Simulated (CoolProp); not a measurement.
Vapour-liquid equilibrium of R114 (1) + n-pentane (2) at 334.6 K; x and y are mole fractions of (1).

The numbers come from the multi-fluid Helmholtz-energy mixture model, Platzer 1990 and Thol 2019; pair parameters Bell 2016 in CoolProp. This equation is an older, rougher fit; its heat capacities, sound speeds and derivatives of the liquid may be far off and weren't checked against measurements.

**Question.** Give the bubble pressure and the first vapour's composition at x = 0.35, 0.55, 0.85. Is there an azeotrope?

**Answer.** x = 0.35: 4.091 bar, y = 0.600; x = 0.55: 4.809 bar, y = 0.737; x = 0.85: 5.656 bar, y = 0.905. No azeotrope shows between x = 0.05 and 0.95.

The pair parameters rest on a limited set of measurements; away from them the model extrapolates.
